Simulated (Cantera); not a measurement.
**Low-pressure radical oxidation in H2/O2**

An isothermal, constant-pressure homogeneous reactor starts with H2 : O2 = 0.16 : 1 (molar parts), at 950 K and 110 Pa.

Model: the H2/O2 subset of GRI-Mech 3.0, which has no nitrogen chemistry, integrated in Cantera. Radical loss at walls, strong at low pressure, is not modelled. The temperature is held fixed by assumption; the heat of reaction is taken as removed at once.

```json
[
 {"t (s)": "2.00e-5", "x H2": "0.138", "x O2": "0.862", "x HO2": "<1e-12", "x H": "<1e-12", "x H2O2": "<1e-12"},
 {"t (s)": "0.000104", "x H2": "0.138", "x O2": "0.862", "x HO2": "2.35e-12", "x H": "2.31e-12", "x H2O2": "<1e-12"},
 {"t (s)": "0.000545", "x H2": "0.138", "x O2": "0.862", "x HO2": "1.23e-11", "x H": "1.15e-11", "x H2O2": "<1e-12"},
 {"t (s)": "0.00284", "x H2": "0.138", "x O2": "0.862", "x HO2": "6.42e-11", "x H": "6.69e-11", "x H2O2": "<1e-12"},
 {"t (s)": "0.0148", "x H2": "0.138", "x O2": "0.862", "x HO2": "3.44e-10", "x H": "3.79e-9", "x H2O2": "<1e-12"},
 {"t (s)": "0.0775", "x H2": "0.0455", "x O2": "0.817", "x HO2": "9.77e-7", "x H": "0.0462", "x H2O2": "2.80e-8"},
 {"t (s)": "0.404", "x H2": "0.00316", "x O2": "0.808", "x HO2": "1.18e-6", "x H": "0.0349", "x H2O2": "1.05e-8"},
 {"t (s)": "2.11", "x H2": "0.000632", "x O2": "0.845", "x HO2": "1.06e-6", "x H": "0.00266", "x H2O2": "1.87e-8"},
 {"t (s)": "11.0", "x H2": "1.63e-5", "x O2": "0.852", "x HO2": "2.33e-7", "x H": "1.09e-5", "x H2O2": "1.36e-8"},
 {"t (s)": "57.5", "x H2": "7.08e-7", "x O2": "0.852", "x HO2": "1.99e-8", "x H": "1.05e-7", "x H2O2": "3.86e-9"},
 {"t (s)": "300", "x H2": "6.83e-8", "x O2": "0.852", "x HO2": "2.34e-9", "x H": "3.28e-9", "x H2O2": "1.10e-9"}
]
```
x: mole fraction; the columns are a selection and need not sum to one.

Equilibrium at this temperature and pressure: H2 8.88e-11, O2 0.852, HO2 2.54e-10, H <1e-12, H2O2 6.51e-12 (gas phase only).
